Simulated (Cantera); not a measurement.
An adiabatic, constant-pressure homogeneous reactor starts with CH4 : CO : O2 : N2 = 1 : 0.6 : 2.42 : 9.1 (molar parts), at 1448 K and 3750 Torr. Integrator tolerance rtol = 1e-08.

Model: GRI-Mech 3.0 (53 species, 325 reactions), integrated in Cantera.

Question: What does this change do: pressure from 3750 Torr to 750 Torr?

Answer: 
```json
[
 {"quantity": "time of steepest temperature rise", "before": "0.621 ms", "after": "2.03 ms"},
 {"quantity": "temperature at 6.00 s", "before": "2809 K", "after": "2702 K"},
 {"quantity": "equilibrium temperature", "before": "2809 K", "after": "2702 K"},
 {"quantity": "x(CH4) at 6.00 s", "before": "<1e-12 (gas-phase equilibrium <1e-12)", "after": "<1e-12 (gas-phase equilibrium <1e-12)"},
 {"quantity": "x(CO) at 6.00 s", "before": "0.0388 (gas-phase equilibrium 0.0388)", "after": "0.0455 (gas-phase equilibrium 0.0455)"},
 {"quantity": "x(O2) at 6.00 s", "before": "0.0225 (gas-phase equilibrium 0.0225)", "after": "0.0264 (gas-phase equilibrium 0.0264)"},
 {"quantity": "x(CO2) at 6.00 s", "before": "0.0820 (gas-phase equilibrium 0.0820)", "after": "0.0743 (gas-phase equilibrium 0.0743)"},
 {"quantity": "x(H) at 6.00 s", "before": "0.00361 (gas-phase equilibrium 0.00361)", "after": "0.00619 (gas-phase equilibrium 0.00619)"}
]
```

Question: What does this change do: pressure from 3750 Torr to 623 Torr?

Answer: 
```tsv
quantity	before	after
time of steepest temperature rise	0.621 ms	2.32 ms
temperature at 6.00 s	2809 K	2689 K
equilibrium temperature	2809 K	2689 K
x(CH4) at 6.00 s	<1e-12 (gas-phase equilibrium <1e-12)	<1e-12 (gas-phase equilibrium <1e-12)
x(CO) at 6.00 s	0.0388 (gas-phase equilibrium 0.0388)	0.0462 (gas-phase equilibrium 0.0462)
x(O2) at 6.00 s	0.0225 (gas-phase equilibrium 0.0225)	0.0269 (gas-phase equilibrium 0.0269)
x(CO2) at 6.00 s	0.0820 (gas-phase equilibrium 0.0820)	0.0734 (gas-phase equilibrium 0.0734)
x(H) at 6.00 s	0.00361 (gas-phase equilibrium 0.00361)	0.00656 (gas-phase equilibrium 0.00656)
```

Question: What does this change do: initial temperature 1448 to 1400 K?

Answer: 
| quantity | before | after |
|---|---|---|
| time of steepest temperature rise | 0.621 ms | 1.07 ms |
| temperature at 6.00 s | 2809 K | 2789 K |
| equilibrium temperature | 2809 K | 2789 K |
| x(CH4) at 6.00 s | <1e-12 (gas-phase equilibrium <1e-12) | <1e-12 (gas-phase equilibrium <1e-12) |
| x(CO) at 6.00 s | 0.0388 (gas-phase equilibrium 0.0388) | 0.0370 (gas-phase equilibrium 0.0370) |
| x(O2) at 6.00 s | 0.0225 (gas-phase equilibrium 0.0225) | 0.0219 (gas-phase equilibrium 0.0219) |
| x(CO2) at 6.00 s | 0.0820 (gas-phase equilibrium 0.0820) | 0.0840 (gas-phase equilibrium 0.0840) |
| x(H) at 6.00 s | 0.00361 (gas-phase equilibrium 0.00361) | 0.00327 (gas-phase equilibrium 0.00327) |
